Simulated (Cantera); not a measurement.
Feed: 1 mol borazine, 1.9 mol H₂O, 3.8 mol N₂, equilibrated at 1452 °C and 133 Pa.

Method: chemical equilibrium by Gibbs-energy minimisation in Cantera with the NASA 1993 tables (ideal gas, pure condensed phases). Candidate condensed phases: B, BN, B₂O₃, B₃O₃H₃, H₂O; 39 gas species. The feed counts by its element totals alone. Equilibrium is a limit: real reactors are often held back by kinetics, nucleation or transport.

Base state: N₂ 0.444, H₂ 0.441, HBO 0.0522, B₂O₂ 0.0271, B₂O₃ 0.0196, BO 0.00776, HBO₂ 0.00479, H 0.00338 (mole fractions); condensed: BN(s).

What changes in the equilibrium state with this change: pressure from 133 Pa to 22.0 Pa?


```csv
species,before,after
N₂,0.444,0.441
H₂,0.441,0.423
HBO,0.0522,0.0606
BO,0.00776,0.0226
B₂O₃,0.0196,0.00535
B₂O₂,0.0271,0.0381
B₂O,2.06e-6,1.49e-5
H₂O,7.43e-5,1.39e-5
HBO₂,0.00479,0.00108
"BN(s), mol",1.35,1.17
```
